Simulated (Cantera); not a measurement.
**Ignition delay**

Mixture: 21.0 % CH₃OH, 16.6 % O₂, 62.4 % N₂, equivalence ratio 1.9, at 0.563 atm, adiabatic and at constant pressure. Ignition delay is the time to a rise of 400 K.

Cantera simulation using GRI-Mech 3.0 (53 species, 325 reactions); the numbers are that mechanism's predictions, not measurements. GRI-Mech 3.0 was tuned for natural gas; its chemistry of methanol as a main component is partial and can be far from experiment.

```csv
T0 (K),delay (ms)
1300,3.04
1375,1.16
1450,0.501
1525,0.242
1600,0.129
1675,0.0738
1750,0.0452
1825,0.0293
```

| Property | Result |
|---|---|
| apparent activation energy between 1675 and 1825 K | 160 kJ/mol |
